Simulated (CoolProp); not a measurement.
A Linde-Hampson liquefier for ethylene: isothermal reversible compression at 320 K from 1 atm to 20 MPa, throttling to 1 atm, return gas leaving the recuperator 10 K below the feed. Each further row changes one setting.

Model: reference Helmholtz-energy equation of state, Smukala 2000, in CoolProp.

| case | liquid yield per pass | compression work (kJ/kg of gas) |
|---|---|---|
| as stated | ? | 418 |
| high pressure 40 MPa | 0.414 | ? |
| warm-end temperature 350 K | 0.315 | ? |
| warm-end gap 15 K | 0.396 | 418 |

Problem. What belongs in the gaps?

Solution. 
- as stated, liquid yield per pass: 0.403
- high pressure 40 MPa, compression work (kJ/kg of gas): 468
- warm-end temperature 350 K, compression work (kJ/kg of gas): 483
